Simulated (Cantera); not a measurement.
Catalytic stagnation flow on Pt

A jet of 1.08 % CH₄, 14.0 % O₂, 84.9 % N₂ at 300 K and 2900 Pa hits a platinum plate 5.8 cm away at a mass flux of 0.056 kg/m²/s; the plate temperature is set and raised in steps from an oxygen-covered start.

Detailed kinetics in Cantera: Deutschmann's 1995 Pt surface mechanism with GRI-Mech 3.0 gas chemistry. Catalytic surfaces can have several steady states; this one follows from the mechanism file's or the stated starting coverage.

```json
[
 {"plate T (K)": "950", "wall x CH₄": "0.00710", "wall x O₂": "0.132", "wall x H₂O": "0.00679", "wall x OH": "7.32e-8", "wall x CO": "4.19e-6", "wall x CO₂": "0.00446", "θ free Pt": "0.318", "θ O*": "0.682"},
 {"plate T (K)": "1000", "wall x CH₄": "0.00598", "wall x O₂": "0.130", "wall x H₂O": "0.00885", "wall x OH": "2.07e-7", "wall x CO": "4.80e-6", "wall x CO₂": "0.00583", "θ free Pt": "0.390", "θ O*": "0.609"},
 {"plate T (K)": "1050", "wall x CH₄": "0.00502", "wall x O₂": "0.128", "wall x H₂O": "0.0106", "wall x OH": "5.15e-7", "wall x CO": "5.41e-6", "wall x CO₂": "0.00698", "θ free Pt": "0.462", "θ O*": "0.538"},
 {"plate T (K)": "1100", "wall x CH₄": "0.00426", "wall x O₂": "0.126", "wall x H₂O": "0.0120", "wall x OH": "1.15e-6", "wall x CO": "6.10e-6", "wall x CO₂": "0.00790", "θ free Pt": "0.530", "θ O*": "0.470"},
 {"plate T (K)": "1150", "wall x CH₄": "0.00366", "wall x O₂": "0.125", "wall x H₂O": "0.0130", "wall x OH": "2.34e-6", "wall x CO": "6.95e-6", "wall x CO₂": "0.00860", "θ free Pt": "0.594", "θ O*": "0.405"},
 {"plate T (K)": "1200", "wall x CH₄": "0.00320", "wall x O₂": "0.124", "wall x H₂O": "0.0138", "wall x OH": "4.43e-6", "wall x CO": "8.03e-6", "wall x CO₂": "0.00913", "θ free Pt": "0.654", "θ O*": "0.346"}
]
```
x: mole fraction at the wall; θ: surface coverage.
